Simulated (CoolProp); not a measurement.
Aqueous propylene glycol as a coolant, 53 % by mass, freezing at -36.8 °C, 1 atm.

Values from CoolProp's Melinder's fits for secondary coolants.

```csv
T (°C),density (kg/m³),conductivity (W/(m K)),viscosity (mPa s),Prandtl number
-23.5,1064,0.329,136,1370
-18.2,1062,0.331,85.2,855
-12.9,1060,0.333,55.2,553
-7.7,1057,0.336,37.1,372
-2.4,1054,0.338,25.6,256
2.9,1051,0.340,18.1,181
8.2,1048,0.343,13.2,132
13.5,1045,0.345,9.87,98.6
18.8,1041,0.347,7.56,75.5
24.1,1038,0.350,5.92,59.1
29.3,1034,0.352,4.75,47.4
34.6,1030,0.355,3.87,38.6
39.9,1027,0.357,3.21,32.0
```
